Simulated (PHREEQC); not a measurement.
0.024 g of hydrous ferric oxide (600 m²/g; 0.2 weak and 0.005 strong sites per Fe, Dzombak-Morel constants, diffuse double layer) in 1 kg of water with 0.001 mol/kgw of an inert sodium salt and 2.4e-05 mol NaF and 5.7e-05 mol Ag2SO4, at 25 °C; the pH is set by adding NaOH or the inert anion's acid. Oxygen alone is held at its pressure in air (log pO2 = -0.68). CO2 from the air is kept out. Nothing may precipitate in this run.

All values are PHREEQC results (ion-association model, wateq4f.dat), not measurements.

Predict F sorbed (%), Ag sorbed (%) at pH = 5.12, 5.88, 7.75, 8.5, 9.25.


```
pH    F sorbed (%)  Ag sorbed (%)
----  ------------  -------------
5.12           5.6            0.1
5.88           4.4            0.6
7.75           0.4            2.2
8.5            0.1            6.4
9.25           0.0           19.0
```
